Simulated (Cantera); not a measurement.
Hydrocarbon pyrolysis for carbon deposition

A perfectly stirred reactor is fed with C₂H₆ : N₂ : H₂O = 1 : 10 : 0.36 (molar parts), at 0.987 atm; it is held at 1200 K, and followed from long to short residence time.

Detailed kinetics in Cantera: GRI-Mech 3.0 (53 species, 325 reactions). GRI-Mech 3.0 stops at C3 and has no aromatics, soot or wall deposition, so with more carbon than oxygen in the feed, carbon stays in small species such as C2H2 where larger ones or solid carbon would form.

```csv
τ (s),x C₂H₆,x C₂H,x HCN,x CH₃,x CH₄,x C₂H₂,x CH₂
5.5,0.00120,3.64e-11,8.86e-12,3.19e-6,0.0242,0.0300,1.13e-11
1.3,0.00250,5.08e-11,6.16e-12,3.96e-6,0.0181,0.0267,2.11e-11
0.33,0.00576,5.85e-11,4.81e-12,5.33e-6,0.0139,0.0202,4.16e-11
0.080,0.0153,4.62e-11,4.01e-12,8.17e-6,0.00994,0.0107,8.88e-11
0.019,0.0399,1.91e-11,3.15e-12,1.35e-5,0.00519,0.00307,1.73e-10
0.0048,0.0692,4.24e-12,2.10e-12,1.82e-5,0.00162,0.000433,2.33e-10
0.0012,0.0832,<1e-12,<1e-12,1.83e-5,0.000366,3.04e-5,2.09e-10
0.00028,0.0873,<1e-12,<1e-12,1.23e-5,5.49e-5,7.10e-7,8.95e-11
```
x: mole fraction; the columns are a selection and need not sum to one.
